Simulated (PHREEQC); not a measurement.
Make-up at 25 °C: 0.23 mol MnSO4 and 0.035 mol ZnCl2 per kg of water. Closed to the air; pH follows from the charge balance.

All values are PHREEQC results (ion-association model, wateq4f.dat), not measurements.

| quantity | before | after |
|---|---|---|
| pH | 5.83 | 5.96 |
| ionic strength (mol/kgw) | 0.530 | 0.124 |
| Mn+2 (mol/kgw) | 0.124 | 0.0288 |
| SO4-2 (mol/kgw) | 0.102 | 0.0255 |
| MnSO4 (mol/kgw) | 0.0981 | 0.0166 |
| HSO4- (mol/kgw) | 4.43e-6 | 1.23e-6 |
| SI of Pyrochroite (Mn(OH)2) | -5.06 | -5.24 |

What was changed between the two runs?
A) diluted 5-fold with water
B) MnSO4 from 0.23 to 0.046 mol/kgw
C) ZnCl2 left out
D) 0.11 mol/kgw HCl added
E) ZnCl2 from 0.035 to 0.0315 mol/kgw

A, diluted 5-fold with water

No solid was allowed to form.
